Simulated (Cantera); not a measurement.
**Equilibrium for carbon deposition, reforming and gasification: CH₃OH + H₂O + H₂**

Charge: 1 mol CH₃OH, 3.1 mol H₂O, 19 mol H₂, at 10.0 mbar.

These are equilibrium values from Cantera (NASA tables, ideal gas, pure condensed phases), not measurements of a reactor. Candidate condensed phases: C, C₆H₆, C₇H₈, C₈H₁₈, H₂O; 110 gas species. Rates play no part.

| T (K) | x H₂ | x H₂O | x CO | x CO₂ | x H | x OH | x CH₄ | x O |
|---|---|---|---|---|---|---|---|---|
| 950 | 0.844 | 0.116 | 0.0320 | 0.00785 | 5.11e-9 | 1.03e-12 | 2.61e-6 | <1e-12 |
| 1050 | 0.842 | 0.118 | 0.0342 | 0.00564 | 7.44e-8 | 3.33e-11 | 1.80e-7 | <1e-12 |
| 1150 | 0.841 | 0.119 | 0.0356 | 0.00425 | 6.84e-7 | 5.87e-10 | 1.95e-8 | <1e-12 |
| 1250 | 0.840 | 0.120 | 0.0365 | 0.00334 | 4.43e-6 | 6.54e-9 | 2.98e-9 | <1e-12 |
| 1350 | 0.839 | 0.121 | 0.0371 | 0.00272 | 2.18e-5 | 5.10e-8 | 6.00e-10 | 1.24e-12 |
| 1450 | 0.839 | 0.121 | 0.0376 | 0.00228 | 8.66e-5 | 3.00e-7 | 1.51e-10 | 2.75e-11 |
| 1550 | 0.838 | 0.122 | 0.0379 | 0.00196 | 0.000288 | 1.41e-6 | 4.52e-11 | 4.10e-10 |
| 1650 | 0.838 | 0.122 | 0.0381 | 0.00172 | 0.000831 | 5.46e-6 | 1.57e-11 | 4.42e-9 |
| 1750 | 0.836 | 0.122 | 0.0383 | 0.00154 | 0.00213 | 1.82e-5 | 6.17e-12 | 3.64e-8 |
x: gas mole fraction; nothing condenses.

From 950 K to 1750 K nothing is condensed. The main C-bearing gas is CO throughout.
